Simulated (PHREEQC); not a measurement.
Dissolve 0.047 mol Al(NO3)3 per kg of water at 25 °C and 300 atm. Closed to the air; pH follows from the charge balance.

Computed with PHREEQC (ion-association model, phreeqc.dat).

Problem. The ionic strength comes out as 0.281 mol/kgw. What activity coefficients do H+, Al+3, AlOH+2, NO3-, Al(OH)2+ get?

Solution. H+ 0.79, Al+3 0.12, AlOH+2 0.28, NO3- 0.67, Al(OH)2+ 0.73.

Precipitation was switched off in this run. Under pressure, the constants of complexes without a molar volume in the database are unreliable.
